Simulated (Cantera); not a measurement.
Charge: 1 mol SiHCl3, 0.036 mol Cl2, 22 mol N2, equilibrated at 927 °C and 100 Torr.

Equilibrium computed with Cantera from the NASA thermochemical tables; the gas is ideal and each condensed phase is pure. Candidate condensed phases: NH4Cl, Si, Si3N4; 28 gas species. N2 is the only nitrogen source here; it is nearly inert below about 1500 K, so the nitride shown seldom forms there in practice. The tables' values for SiCl3 are old estimates; treat these amounts as uncertain. Rates play no part.

Base state: N2 0.936, HCl 0.0377, SiCl4 0.0234, H2 0.00269, SiCl3 0.000353, SiCl2 4.67e-5, SiHCl3 4.53e-5 (mole fractions); condensed: Si3N4(s).

Problem. What changes in the equilibrium state with this change: pressure from 100 Torr to 10.0 Torr?

Solution. 
| species | before | after |
|---|---|---|
| N2 | 0.936 | 0.935 |
| HCl | 0.0377 | 0.0391 |
| SiCl4 | 0.0234 | 0.0225 |
| H2 | 0.00269 | 0.00200 |
| SiCl2 | 4.67e-5 | 0.000312 |
| SiCl3 | 0.000353 | 0.000894 |
| SiHCl3 | 4.53e-5 | 3.14e-5 |
| Si3N4(s), mol | 0.149 | 0.150 |

Problem. What changes in the equilibrium state with this change: 0.59 mol HCl added?

Solution. 
```
species          before     after
-------------  --------  --------
N2                0.936     0.914
HCl              0.0377    0.0554
SiCl4            0.0234    0.0243
H2              0.00269   0.00573
SiHCl3          4.53e-5   6.84e-5
SiCl3          0.000353  0.000365
Si3N4(s), mol     0.149     0.137
```

Problem. What changes in the equilibrium state with this change: SiHCl3 replaced by Si2Cl6?

Solution. 
```json
[
 {"species": "N2", "before": "0.936", "after": "0.934"},
 {"species": "SiCl4", "before": "0.0234", "after": "0.0648"},
 {"species": "SiCl3", "before": "0.000353", "after": "0.000758"},
 {"species": "HCl", "before": "0.0377", "after": "0"},
 {"species": "H2", "before": "0.00269", "after": "0"},
 {"species": "SiHCl3", "before": "4.53e-5", "after": "0"},
 {"species": "SiCl2", "before": "4.67e-5", "after": "7.78e-5"},
 {"species": "Si3N4(s), mol", "before": "0.149", "after": "0.159"}
]
```
The feed counts by its element totals alone.
